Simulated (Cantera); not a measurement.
Feed: 1 mol SiH4, 4.9 mol HCl, 790 mol H2, 0.93 mol Cl2, held at 1600 K and 0.0740 bar.

These are equilibrium values from Cantera (NASA tables, ideal gas, pure condensed phases), not measurements of a reactor. Candidate condensed phases: Si; 19 gas species. Equilibrium is a limit: real reactors are often held back by kinetics, nucleation or transport.

Base state: H2 0.992, HCl 0.00802, SiCl2 0.000224, H 0.000199 (mole fractions); condensed: Si(s).

What changes in the equilibrium state with this change: temperature from 1600 K to 898.15 K?


```csv
species,before,after
H2,0.992,0.995
HCl,0.00802,0.00404
SiCl4,4.92e-9,0.000718
H,0.000199,<1e-9
SiHCl3,8.79e-8,0.000493
SiH2Cl2,2.62e-7,3.20e-5
"Si(s), mol",0.814,0
```
